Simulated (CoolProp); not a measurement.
A single-stage vapour-compression cycle with c-C4F8 (RC318): evaporating at 313.15 K (dew point), condensing at 371.15 K (bubble point), superheat 10 K, subcooling 0 K, compressor efficiency 0.9, no pressure losses. Each further row changes one setting.

Computed with CoolProp (reference Helmholtz-energy equation of state, Platzer 1990). This equation is an older, rougher fit; its heat capacities, sound speeds and derivatives of the liquid may be far off and weren't checked against measurements.

```
case                              cooling COP  pressure ratio  discharge temperature (K)  refrigerating effect (kJ/kg)  volumetric capacity (kJ/m³)
--------------------------------  -----------  --------------  -------------------------  ----------------------------  ---------------------------
as stated                                1.97            4.01                      371.1                          31.8                         1330
evaporating temperature 318.15 K         2.42            3.48                      371.1                          35.2                         1690
condensing temperature 366.15 K          2.58            3.61                      366.2                          39.1                         1630
subcooling 5 K                           2.45            4.01                      371.1                          39.5                         1650
superheat 20 K                           2.33            4.01                      373.9                          40.6                         1620
compressor efficiency 0.8                1.75            4.01                      371.1                          31.8                         1330
```

The compression ends wet for: as stated; evaporating temperature 318.15 K; condensing temperature 366.15 K; subcooling 5 K; compressor efficiency 0.8.
